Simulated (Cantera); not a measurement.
**Low-pressure radical oxidation in H2/O2**

A perfectly stirred reactor is fed with H2 : O2 = 0.17 : 1 (molar parts), equivalence ratio 0.085, at 0.0267 bar; it is held at 1050 K, and followed from long to short residence time.

Cantera simulation using the H2/O2 subset of GRI-Mech 3.0, which has no nitrogen chemistry; the numbers are that mechanism's predictions, not measurements. Radical loss at walls, strong at low pressure, is not modelled. The temperature is held fixed by assumption; the heat of reaction is taken as removed at once.

```tsv
τ (s)	x H2	x O2	x H	x H2O2	x OH	x HO2	x H2O
2.3	0.000352	0.843	3.55e-5	3.99e-7	0.000410	5.66e-6	0.156
0.83	0.000655	0.842	9.80e-5	4.97e-7	0.000587	8.35e-6	0.156
0.30	0.00120	0.842	0.000269	6.01e-7	0.000850	1.16e-5	0.155
0.11	0.00214	0.840	0.000724	7.06e-7	0.00124	1.51e-5	0.153
0.039	0.00387	0.837	0.00198	8.10e-7	0.00185	1.86e-5	0.150
0.014	0.00688	0.832	0.00515	8.94e-7	0.00274	2.13e-5	0.144
0.0052	0.0120	0.825	0.0120	9.35e-7	0.00390	2.26e-5	0.133
0.0019	0.0213	0.815	0.0237	9.37e-7	0.00523	2.21e-5	0.115
0.00068	0.0394	0.810	0.0339	9.30e-7	0.00625	1.99e-5	0.0882
```
x: mole fraction; the columns are a selection and need not sum to one.
